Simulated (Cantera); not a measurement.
Input (Python, Cantera) and output of one run.

```python
import numpy as np
import cantera as ct

gas_names = """
    H HO2 H2 H2O H2O2 O OH O2 O3 Si SiH SiH2 SiH3 SiH4 SiO SiO2 Si2 Si3
""".split()
cond_names = """
    H2O(s) H2O(L) Si(cr) Si(L) SiO2(Lqz) SiO2(hqz) SiO2(L)
""".split()


# ... load() reads the species with a 1 bar reference pressure and builds the phases ...
atoms = {
    'SiH4': {'Si': 1, 'H': 4},
    'O3': {'O': 3},
}
top_T = {}  # K; cautious upper limits of use, not melting points


# ... equilibrate(T, P, feed) seeds the gas with the atoms and calls Mixture.equilibrate('TP', solver="vcs", rtol=1e-11, max_steps=5000) ...
results = []
feed = {'SiH4': 1, 'O3': 0.67}  # mol
T = 698.15  # K
P = 13332.2  # Pa
mix = equilibrate(T, P, feed)
results.append((T, P, feed, dict(zip(mix.species_names, mix.species_moles))))
print(gas.report(threshold=1e-05))
for i in range(1, mix.n_phases):
    print(f"{mix.phase(i).name:16s} {mix.phase_moles(i):12.5e} mol")
```

Output:

```
       temperature   698.15 K
          pressure   13332 Pa
           density   0.004814 kg/m^3
  mean mol. weight   2.096 kg/kmol
   phase of matter   gas

                          1 kg             1 kmol
                     ---------------   ---------------
          enthalpy        5.0094e+06          1.05e+07  J
   internal energy          2.24e+06         4.695e+06  J
           entropy             82479        1.7288e+05  J/K
    Gibbs function       -5.2573e+07       -1.1019e+08  J
 heat capacity c_p             14018             29382  J/K
 heat capacity c_v             10051             21067  J/K

                      mass frac. Y      mole frac. X     chem. pot. / RT
                     ---------------   ---------------   ---------------
                H2           0.95703             0.995           -18.713
               H2O          0.042975             0.005           -72.836
     [  +16 minor]        3.0036e-14        6.2456e-14

Si(cr)            0.00000e+00 mol
SiO2(Lqz)         1.00000e+00 mol
```

Equilibrium computed with Cantera from the NASA thermochemical tables; the gas is ideal and each condensed phase is pure.
